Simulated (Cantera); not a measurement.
A perfectly stirred reactor is fed with H₂ : O₂ = 0.005 : 1 (molar parts), equivalence ratio 0.0025, at 0.0178 atm; it is held at 1148 K, and followed from long to short residence time.

Cantera simulation using the H2/O2 subset of GRI-Mech 3.0, which has no nitrogen chemistry; the numbers are that mechanism's predictions, not measurements. Radical loss at walls, strong at low pressure, is not modelled.

### Question
Predict: x(H₂) at τ = 0.710 s; x(O₂) at τ = 0.710 s; x(H) at τ = 0.710 s; x(OH) at τ = 0.710 s; x(H₂O₂) at τ = 0.710 s; x(H₂) at τ = 54.0 ms; x(O₂) at τ = 54.0 ms; x(H) at τ = 54.0 ms; x(OH) at τ = 54.0 ms; x(H₂O₂) at τ = 54.0 ms.

### Answer
| Item | Value |
|---|---|
| x(H₂) at τ = 0.710 s | 4.36e-5 |
| x(O₂) at τ = 0.710 s | 0.994 |
| x(H) at τ = 0.710 s | 2.02e-5 |
| x(OH) at τ = 0.710 s | 0.000200 |
| x(H₂O₂) at τ = 0.710 s | 1.39e-8 |
| x(H₂) at τ = 54.0 ms | 0.000230 |
| x(O₂) at τ = 54.0 ms | 0.992 |
| x(H) at τ = 54.0 ms | 0.000111 |
| x(OH) at τ = 54.0 ms | 0.000436 |
| x(H₂O₂) at τ = 54.0 ms | 2.76e-8 |
